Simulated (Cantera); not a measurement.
Cantera run, input and output.

```python
import numpy as np
import cantera as ct

gas = ct.Solution("gri30.yaml")
gas.TPX = 1550, 100000, {'CH4': 1, 'CO2': 0.95}
reactor = ct.IdealGasConstPressureReactor(gas, energy="off", clone=False)
net = ct.ReactorNet([reactor])
net.rtol, net.atol = 1e-08, 1e-18
show = ['CH4', 'CO2', 'CO', 'CH2CO', 'OH']
times = np.geomspace(1e-06, 200, 11)

steps = ct.SolutionArray(gas, extra=["t"])
rows = []
print(f"{'t/s':>10s}{'T/K':>9s}{'P/Pa':>11s}" + "".join(f"{s:>11s}" for s in show))
for t in times:
    while net.time < t:
        t_next = net.step()
        steps.append(gas.state, t=t_next)
    rows.append([np.interp(t, steps.t, y) for y in (steps.T, steps.P, *steps(*show).X.T)])
    print(f"{t:10.3e}{rows[-1][0]:9.1f}{rows[-1][1]:11.4g}" + "".join(f"{x:11.3e}" for x in rows[-1][2:]))
rate = np.gradient(steps.T, steps.t)
print("integrator steps:", len(steps.t))
if steps.T.max() > steps.T[0] + 200:
    print(f"time of steepest temperature rise: {steps.t[rate.argmax()]:.4e} s")
gas.TPX = 1550, 100000, {'CH4': 1, 'CO2': 0.95}
gas.equilibrate("TP")
print(f"equilibrium (TP): T = {gas.T:.1f} K  " + "  ".join(f"{s} {gas[s].X[0]:.3e}" for s in show))
```

It prints:

```
       t/s      T/K       P/Pa        CH4        CO2         CO      CH2CO         OH
 1.000e-06   1550.0      1e+05  5.128e-01  4.872e-01  8.543e-09  1.869e-19  5.085e-10
 6.762e-06   1550.0      1e+05  5.128e-01  4.872e-01  6.246e-08  6.907e-17  5.089e-10
 4.573e-05   1550.0      1e+05  5.127e-01  4.872e-01  4.393e-07  2.246e-14  5.310e-10
 3.092e-04   1550.0      1e+05  5.122e-01  4.871e-01  4.392e-06  5.735e-12  7.916e-10
 2.091e-03   1550.0      1e+05  5.075e-01  4.865e-01  7.725e-05  1.039e-09  2.432e-09
 1.414e-02   1550.0      1e+05  4.598e-01  4.716e-01  2.660e-03  3.010e-07  1.978e-08
 9.564e-02   1550.0      1e+05  2.877e-01  3.662e-01  5.136e-02  1.046e-05  1.097e-07
 6.467e-01   1550.0      1e+05  6.702e-02  1.089e-01  2.498e-01  5.227e-05  4.213e-07
 4.373e+00   1550.0      1e+05  3.545e-02  5.047e-02  3.635e-01  1.611e-05  2.369e-07
 2.958e+01   1550.0      1e+05  2.349e-02  1.577e-02  4.538e-01  1.942e-06  6.824e-08
 2.000e+02   1550.0      1e+05  1.238e-02  2.761e-03  4.853e-01  3.915e-07  1.180e-08
integrator steps: 1893
equilibrium (TP): T = 1550.0 K  CH4 8.230e-03  CO2 6.269e-06  CO 4.913e-01  CH2CO 2.248e-07  OH 2.682e-11
```

Model: GRI-Mech 3.0 (53 species, 325 reactions), integrated in Cantera.
